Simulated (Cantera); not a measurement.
# Abatement and gas-phase synthesis: CS₂ + N₂

A closed system holds: 1 mol CS₂, 5.7 mol N₂, at 0.190 bar.

Equilibrium computed with Cantera from the NASA thermochemical tables; the gas is ideal and each condensed phase is pure. Candidate condensed phases: C, S; 31 gas species. Ions and electrons are included (thermal ionisation). Kinetics and transport are ignored.

| T (°C) | log p N₂ | log p S | log p CS | log p C | log p N | log p CN | log p S₂ |
|---|---|---|---|---|---|---|---|
| 2727 | -0.84 | -1.79 | -1.61 | -5.53 | -5.28 | -4.15 | -2.38 |
| 3227 | -0.85 | -1.62 | -1.62 | -3.89 | -4.08 | -3.21 | -3.14 |
| 3727 | -0.87 | -1.54 | -1.72 | -2.70 | -3.18 | -2.55 | -3.79 |
| 4227 | -0.90 | -1.43 | -2.05 | -2.06 | -2.49 | -2.33 | -4.22 |
| 4727 | -0.94 | -1.39 | -2.62 | -1.82 | -1.95 | -2.42 | -4.65 |
log p: log10 of the partial pressure in bar; nothing condenses.

From 2727 °C to 4727 °C nothing is condensed. The main C-bearing gas is CS at 2727 °C and C at 4727 °C.
